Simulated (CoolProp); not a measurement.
Computed with CoolProp (reference Helmholtz-energy equation of state, Guder 2009).

Q: Give the vapour pressure (kPa), liquid density (kg/m³), enthalpy of vaporisation (kJ/kg), liquid cp (kJ/(kg K)) of saturated sulfur hexafluoride at -19.15, 24.05 °C.

A: 
| T (°C) | p (kPa) | liquid density (kg/m³) | enthalpy of vaporisation (kJ/kg) | liquid cp (kJ/(kg K)) |
|---|---|---|---|---|
| -19.15 | 709 | 1680 | 96.0 | 0.942 |
| 24.05 | 2310 | 1350 | 62.6 | 1.31 |
